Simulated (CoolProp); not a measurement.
The numbers come from the reference Helmholtz-energy equation of state, Thol 2019 in CoolProp.

Give the vapour pressure (bar), liquid density (kg/m³), vapour density (kg/m³), enthalpy of vaporisation (kJ/kg) of saturated dodecamethylpentasiloxane (MD3M) at 429.7 K.


```tsv
T (K)	p (bar)	liquid density (kg/m³)	vapour density (kg/m³)	enthalpy of vaporisation (kJ/kg)
429.7	0.127	739	1.40	135
```
